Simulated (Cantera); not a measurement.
## Low-pressure radical oxidation in H2/O2

An isothermal, constant-pressure homogeneous reactor starts with 19.1 % H2, 51.5 % O2, 20.6 % N2, 8.76 % H2O, at 1373 K and 2670 Pa.

Model: GRI-Mech 3.0 (53 species, 325 reactions), integrated in Cantera. Radical loss at walls, strong at low pressure, is not modelled. The temperature is held fixed by assumption; the heat of reaction is taken as removed at once.

| t (s) | x H2 | x O2 | x H2O2 | x OH | x H | x NO | x O |
|---|---|---|---|---|---|---|---|
| 8.00e-6 | 0.191 | 0.515 | 1.29e-11 | 3.75e-9 | 2.27e-8 | <1e-12 | 3.93e-9 |
| 3.53e-5 | 0.191 | 0.515 | 2.47e-10 | 4.99e-8 | 1.40e-7 | <1e-12 | 6.13e-8 |
| 0.000156 | 0.191 | 0.515 | 4.66e-9 | 8.15e-6 | 1.97e-5 | <1e-12 | 1.04e-5 |
| 0.000690 | 0.0160 | 0.413 | 5.44e-7 | 0.0163 | 0.0632 | 2.55e-7 | 0.0596 |
| 0.00305 | 0.0114 | 0.431 | 5.96e-7 | 0.0140 | 0.0338 | 1.59e-6 | 0.0388 |
| 0.0135 | 0.00233 | 0.457 | 4.18e-7 | 0.00648 | 0.00276 | 2.42e-6 | 0.00726 |
| 0.0594 | 0.000128 | 0.464 | 9.90e-8 | 0.00153 | 3.47e-5 | 2.46e-6 | 0.000393 |
| 0.263 | 1.11e-5 | 0.464 | 2.06e-8 | 0.000454 | 9.06e-7 | 2.46e-6 | 3.46e-5 |
| 1.16 | 1.78e-6 | 0.464 | 5.31e-9 | 0.000182 | 5.87e-8 | 2.46e-6 | 5.58e-6 |
| 5.12 | 8.35e-7 | 0.464 | 3.21e-9 | 0.000125 | 1.90e-8 | 2.46e-6 | 2.62e-6 |
| 22.6 | 8.25e-7 | 0.464 | 3.19e-9 | 0.000124 | 1.86e-8 | 2.46e-6 | 2.59e-6 |
| 100 | 8.25e-7 | 0.464 | 3.19e-9 | 0.000124 | 1.86e-8 | 2.47e-6 | 2.59e-6 |
x: mole fraction; the columns are a selection and need not sum to one.

Equilibrium at this temperature and pressure: H2 8.25e-7, O2 0.464, H2O2 3.19e-9, OH 0.000124, H 1.86e-8, NO 0.000499, O 2.59e-6 (gas phase only).
